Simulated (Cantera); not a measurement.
# Transport properties of process gases

Gas mixture: NO = 0.47 (molar parts), at 0.133 bar, frozen composition.

Cantera's kinetic-theory transport with the Lennard-Jones parameters of GRI-Mech 3.0, ideal gas; thermal conductivity in the mixture-averaged form. The composition is frozen, though it would react at the higher temperatures.

```tsv
T (K)	ρ (kg/m³)	cp (J/kg/K)	μ (µPa s)	λ (mW/m/K)	Pr	D (cm²/s) C2H2	D (cm²/s) NO	D (cm²/s) CH3
400	0.120	998.6	23.1	32.4	0.712	2.10	507	2.82
650	0.0740	1054	32.3	48.2	0.706	4.89	1190	6.49
900	0.0535	1114	40.1	63.0	0.708	8.51	2070	11.2
1150	0.0418	1153	47.0	76.7	0.707	12.9	3130	16.9
1400	0.0344	1181	53.4	89.4	0.706	17.9	4360	23.5
1650	0.0292	1202	59.4	101	0.706	23.5	5730	30.9
1900	0.0253	1219	65.1	112	0.706	29.7	7250	39.1
```
D: mixture-averaged diffusion coefficient of that species in the mixture.
